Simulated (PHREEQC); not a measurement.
# Buffer: an equilibrium model

Consider water at 25 °C with 0.0029 mol NaH2PO4, 0.00016 mol NaF and 0.00059 mol KCl per kg of water. Closed to the air; pH follows from the charge balance.

Model: ion-association model, phreeqc.dat, run in PHREEQC.

Each row changes one thing in this solution. Precipitation was switched off in this run.

| case | pH | ionic strength (mol/kgw) | HPO4-2 (mol/kgw) | H3PO4 (mol/kgw) | HF (mol/kgw) | NaF (mol/kgw) | SI of Halite (NaCl) | SI of Sylvite (KCl) |
|---|---|---|---|---|---|---|---|---|
| as made | 4.94 | 0.00368 | 1.90e-5 | 4.52e-6 | 2.51e-6 | 2.43e-7 | -7.37 | -7.42 |
| diluted 10-fold with water | ? | 0.000374 | 4.53e-6 | 1.72e-7 | 9.74e-8 | 2.68e-9 | ? | -9.38 |
| 0.00014 mol/kgw HBr added | 4.07 | 0.00374 | 2.52e-6 | ? | 1.72e-5 | 2.20e-7 | -7.37 | -7.42 |
| NaF from 0.00016 to 1.6e-05 mol/kgw | 4.92 | ? | 1.79e-5 | 4.82e-6 | 2.67e-7 | 2.31e-8 | -7.39 | -7.41 |
| temperature from 25 to 35 °C | 4.94 | 0.00368 | 2.01e-5 | 5.08e-6 | 3.01e-6 | 2.41e-7 | -7.38 | -7.47 |
| NaH2PO4 from 0.0029 to 0.00319 mol/kgw | 4.93 | 0.00397 | 2.03e-5 | 5.16e-6 | ? | 2.64e-7 | -7.33 | -7.42 |
| KCl from 0.00059 to 0.000649 mol/kgw | 4.94 | 0.00374 | 1.90e-5 | 4.52e-6 | 2.51e-6 | 2.42e-7 | -7.33 | -7.33 |
| diluted 5-fold with water | 5.24 | 0.000743 | 6.71e-6 | 4.75e-7 | 2.68e-7 | 1.05e-8 | -8.74 | -8.78 |

Q: Fill in the missing entries.

A: 
- diluted 10-fold with water, pH: 5.38
- diluted 10-fold with water, SI of Halite (NaCl): -9.33
- 0.00014 mol/kgw HBr added, H3PO4 (mol/kgw): 3.39e-5
- NaF from 0.00016 to 1.6e-05 mol/kgw, ionic strength (mol/kgw): 0.00354
- NaH2PO4 from 0.0029 to 0.00319 mol/kgw, HF (mol/kgw): 2.61e-6

Species that the database lacks are ignored.
